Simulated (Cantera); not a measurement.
**Equilibrium for aluminium nitride and oxide growth: AlCl₃ + N₂ + H₂ + O₂**

Charge: 1 mol AlCl₃, 15 mol N₂, 160 mol H₂, 1.8 mol O₂, at 0.380 bar.

Equilibrium computed with Cantera from the NASA thermochemical tables; the gas is ideal and each condensed phase is pure. Candidate condensed phases: Al, AlCl₃, AlN, Al₂O₃, H₂O, NH₄Cl; 45 gas species. The tables' values for AlOH are old estimates; treat these amounts as uncertain. Condensed phases not in the tables: AlOCl. Equilibrium is a limit: real reactors are often held back by kinetics, nucleation or transport.

```json
[
 {"T (K)": "600", "log p H₂": "-0.47", "log p N₂": "-1.50", "log p HCl": "-2.19", "log p H₂O": "-2.34", "n Al₂O₃(s)": "0.500"},
 {"T (K)": "800", "log p H₂": "-0.47", "log p N₂": "-1.49", "log p HCl": "-2.19", "log p H₂O": "-2.34", "n Al₂O₃(s)": "0.500"},
 {"T (K)": "1000", "log p H₂": "-0.47", "log p N₂": "-1.49", "log p HCl": "-2.19", "log p H₂O": "-2.34", "n Al₂O₃(s)": "0.500"},
 {"T (K)": "1200", "log p H₂": "-0.47", "log p N₂": "-1.49", "log p HCl": "-2.19", "log p H₂O": "-2.34", "n Al₂O₃(s)": "0.500"},
 {"T (K)": "1400", "log p H₂": "-0.47", "log p N₂": "-1.49", "log p HCl": "-2.19", "log p H₂O": "-2.34", "n Al₂O₃(s)": "0.500"},
 {"T (K)": "1600", "log p H₂": "-0.47", "log p N₂": "-1.49", "log p HCl": "-2.19", "log p H₂O": "-2.34", "n Al₂O₃(s)": "0.500"},
 {"T (K)": "1800", "log p H₂": "-0.47", "log p N₂": "-1.49", "log p HCl": "-2.19", "log p H₂O": "-2.34", "n Al₂O₃(s)": "0.500"},
 {"T (K)": "2000", "log p H₂": "-0.47", "log p N₂": "-1.49", "log p HCl": "-2.19", "log p H₂O": "-2.34", "n Al₂O₃(s)": "0.498"},
 {"T (K)": "2200", "log p H₂": "-0.48", "log p N₂": "-1.49", "log p HCl": "-2.20", "log p H₂O": "-2.33", "n Al₂O₃(s)": "0.471"}
]
```
log p: log10 of the partial pressure in bar; n: condensed amount in mol.

From 600 K to 2200 K the condensed part is Al₂O₃(s).
